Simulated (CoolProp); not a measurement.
Vapour-liquid equilibrium of diethyl ether (1) + benzene (2) at 156.55 °C; x and y are mole fractions of (1).

Values from CoolProp's multi-fluid Helmholtz-energy mixture model, Thol 2014 and Thol 2012; pair parameters Bell 2016.

```json
[
 {"x": "0.05", "bubble pressure (bar)": "7.233", "y at the bubble point": "0.116", "dew pressure at overall composition x (bar)": "6.884", "liquid density (mol/L)": "9.126"},
 {"x": "0.125", "bubble pressure (bar)": "8.125", "y at the bubble point": "0.259", "dew pressure at overall composition x (bar)": "7.283", "liquid density (mol/L)": "8.973"},
 {"x": "0.2", "bubble pressure (bar)": "9.024", "y at the bubble point": "0.376", "dew pressure at overall composition x (bar)": "7.731", "liquid density (mol/L)": "8.818"},
 {"x": "0.275", "bubble pressure (bar)": "9.933", "y at the bubble point": "0.474", "dew pressure at overall composition x (bar)": "8.235", "liquid density (mol/L)": "8.660"},
 {"x": "0.35", "bubble pressure (bar)": "10.86", "y at the bubble point": "0.557", "dew pressure at overall composition x (bar)": "8.806", "liquid density (mol/L)": "8.498"},
 {"x": "0.425", "bubble pressure (bar)": "11.79", "y at the bubble point": "0.629", "dew pressure at overall composition x (bar)": "9.458", "liquid density (mol/L)": "8.332"},
 {"x": "0.5", "bubble pressure (bar)": "12.75", "y at the bubble point": "0.693", "dew pressure at overall composition x (bar)": "10.21", "liquid density (mol/L)": "8.161"},
 {"x": "0.575", "bubble pressure (bar)": "13.73", "y at the bubble point": "0.750", "dew pressure at overall composition x (bar)": "11.08", "liquid density (mol/L)": "7.984"},
 {"x": "0.65", "bubble pressure (bar)": "14.74", "y at the bubble point": "0.801", "dew pressure at overall composition x (bar)": "12.09", "liquid density (mol/L)": "7.800"},
 {"x": "0.725", "bubble pressure (bar)": "15.78", "y at the bubble point": "0.848", "dew pressure at overall composition x (bar)": "13.29", "liquid density (mol/L)": "7.607"},
 {"x": "0.8", "bubble pressure (bar)": "16.85", "y at the bubble point": "0.892", "dew pressure at overall composition x (bar)": "14.71", "liquid density (mol/L)": "7.403"},
 {"x": "0.875", "bubble pressure (bar)": "17.98", "y at the bubble point": "0.934", "dew pressure at overall composition x (bar)": "16.41", "liquid density (mol/L)": "7.185"},
 {"x": "0.95", "bubble pressure (bar)": "19.16", "y at the bubble point": "0.974", "dew pressure at overall composition x (bar)": "18.44", "liquid density (mol/L)": "6.949"}
]
```

No azeotrope shows between x = 0.05 and 0.95.

The pair parameters rest on a limited set of measurements; away from them the model extrapolates.
